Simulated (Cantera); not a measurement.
**Abatement and gas-phase synthesis: HBr + H₂O**

Feed: 1 mol HBr, 0.62 mol H₂O, equilibrated at 0.0133 bar.

Method: chemical equilibrium by Gibbs-energy minimisation in Cantera with the NASA 1993 tables (ideal gas, pure condensed phases). Candidate condensed phases: Br₂, H₂O; 12 gas species. The numbers say what is thermodynamically allowed, not how fast it happens.

| T (K) | log p HBr | log p H₂O | log p Br | log p H₂ |
|---|---|---|---|---|
| 823 | -2.08 | -2.29 | -6.29 | -5.82 |
| 898 | -2.08 | -2.29 | -5.66 | -5.49 |
| 973 | -2.09 | -2.29 | -5.14 | -5.17 |
| 1048 | -2.09 | -2.29 | -4.71 | -4.86 |
| 1123 | -2.09 | -2.29 | -4.35 | -4.57 |
| 1198 | -2.09 | -2.29 | -4.04 | -4.30 |
| 1273 | -2.10 | -2.29 | -3.78 | -4.05 |
| 1348 | -2.11 | -2.30 | -3.55 | -3.83 |
| 1423 | -2.12 | -2.30 | -3.34 | -3.63 |
| 1498 | -2.14 | -2.30 | -3.17 | -3.46 |
| 1573 | -2.16 | -2.31 | -3.01 | -3.31 |
log p: log10 of the partial pressure in bar; nothing condenses.

From 823 K to 1573 K nothing is condensed.
